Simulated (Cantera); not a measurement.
## Reactions in the system H-O-V

Source: NASA polynomial tables (part measured, part estimated), evaluated in Cantera. Values are per mole of reaction as written; species without (g) are pure solids or liquids, kept so even where they would boil at 1 bar.

6 H(g) + V2O3 → 3 H2O(g) + 2 V

```tsv
T (K)	ΔH° (kJ)	ΔS° (J/K)	ΔG° (kJ)	log10 K	condensed phases
2275	-910.2	-298.6	-230.9	5.30	V2O3(s), V(l)
2325	-912.8	-299.7	-215.9	4.85	V2O3(s), V(l)
2375	-1031.7	-350.5	-199.2	4.38	V2O3(l), V(l)
2425	-1033.0	-351.1	-181.6	3.91	V2O3(l), V(l)
2475	-1034.3	-351.6	-164.1	3.46	V2O3(l), V(l)
```
